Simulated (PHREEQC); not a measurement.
Consider water at 75 °C with 0.0037 mol NH3 and 0.00081 mol K2SO4 per kg of water. It is in equilibrium with CO2 at log p = -3.4 (atm). Otherwise closed; pH follows from the charge balance.

Model: ion-association model, phreeqc.dat, run in PHREEQC.

Precipitation was switched off in this run.

Task: What pH, ionic strength does the model give?

Result: pH 8.47; ionic strength 0.00331 mol/kgw.

Task: In which forms is S present?

Result: SO4-2 97 %, KSO4- 1.8 %, NH4SO4- 0.9 % of the S.

Species that the database lacks are ignored. At this temperature some constants are extrapolated from 25 °C, and those without enthalpy data are left unchanged.
